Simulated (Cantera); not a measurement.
Input: 1 mol CuO, 4.2 mol HF, 9.8 mol N2, held at 0.100 bar.

Equilibrium computed with Cantera from the NASA thermochemical tables; the gas is ideal and each condensed phase is pure. Candidate condensed phases: Cu, CuF2, CuO, Cu(OH)2, Cu2O, H2O; 45 gas species. Mutual solubility and eutectic melting of coexisting phases are not modelled. Rates play no part.

Question: What share of the Cu ends up in condensed phases as a function of T (°C), at 552, 627, 702, 777, 852, 927, 1002, 1077, 1152, 1227, 1302?

Answer: 
```
T (°C)  Cu condensed (%)                          as
------  ----------------  --------------------------
552                100.0            CuF2(s) + CuO(s)
627                100.0  CuF2(s) + CuO(s) + Cu2O(s)
702                 99.9  CuF2(s) + CuO(s) + Cu2O(s)
777                 99.8            CuO(s) + Cu2O(s)
852                 99.5                     Cu2O(s)
927                 98.9                     Cu2O(s)
1002                97.6                     Cu2O(s)
1077                95.2                     Cu2O(s)
1152                91.0                     Cu2O(s)
1227                84.0                     Cu2O(s)
1302                74.7                     Cu2O(l)
```
